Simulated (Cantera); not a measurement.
A Cantera script and what it prints.

```python
import numpy as np
import cantera as ct

gas_names = """
    Fe FeO Fe(OH)2 H HNO HNO2 HNO3 HO2 H2 H2O H2O2 N NH NH2 NH3 NH2OH NO NO2 NO3 N2 N2H2 N2H4 N2O O OH
    O2 O3
""".split()
cond_names = """
    Fe(a) Fe(c) Fe(d) Fe(L) FeO(s) FeO(L) Fe(OH)2(s) Fe(OH)3(s) Fe2O3(s) Fe3O4(s) H2O(s) H2O(L)
""".split()


# ... load() reads the species with a 1 bar reference pressure and builds the phases ...
atoms = {
    'Fe3O4': {'Fe': 3, 'O': 4},
    'H2': {'H': 2},
    'N2': {'N': 2},
}
top_T = {'Fe2O3(s)': 1830, 'Fe3O4(s)': 1870}  # K; cautious upper limits of use, not melting points


# ... equilibrate(T, P, feed) seeds the gas with the atoms and calls Mixture.equilibrate('TP', solver="vcs", rtol=1e-11, max_steps=5000) ...
results = []
feed = {'Fe3O4': 1, 'H2': 16, 'N2': 29}  # mol
T = 1075  # K
P = 26  # Pa
mix = equilibrate(T, P, feed)
results.append((T, P, feed, dict(zip(mix.species_names, mix.species_moles))))
print(gas.report(threshold=0.001))
for i in range(1, mix.n_phases):
    print(f"{mix.phase(i).name:16s} {mix.phase_moles(i):12.5e} mol")
```

It prints:

```
       temperature   1075 K
          pressure   26 Pa
           density   5.7513e-05 kg/m^3
  mean mol. weight   19.771 kg/kmol
   phase of matter   gas

                          1 kg             1 kmol
                     ---------------   ---------------
          enthalpy        4.4722e+05        8.8421e+06  J
   internal energy             -4855            -95990  J
           entropy             14572         2.881e+05  J/K
    Gibbs function       -1.5217e+07       -3.0086e+08  J
 heat capacity c_p            1663.8             32896  J/K
 heat capacity c_v            1243.3             24582  J/K

                      mass frac. Y      mole frac. X     chem. pot. / RT
                     ---------------   ---------------   ---------------
                H2          0.029875           0.29299           -27.171
               H2O           0.05701          0.062568           -63.177
                N2           0.91312           0.64444           -33.746
     [  +24 minor]        5.5381e-08        5.1008e-07

Fe(a)             1.81556e+00 mol
FeO(s)            1.18444e+00 mol
Fe(OH)2(s)        0.00000e+00 mol
Fe(OH)3(s)        0.00000e+00 mol
Fe2O3(s)          0.00000e+00 mol
Fe3O4(s)          0.00000e+00 mol
```

These are equilibrium values from Cantera (NASA tables, ideal gas, pure condensed phases), not measurements of a reactor. Mutual solubility and eutectic melting of coexisting phases are not modelled. The tables' stoichiometric FeO is somewhat more stable than real wüstite, so its field is too wide. FeO: taken at fixed stoichiometry.
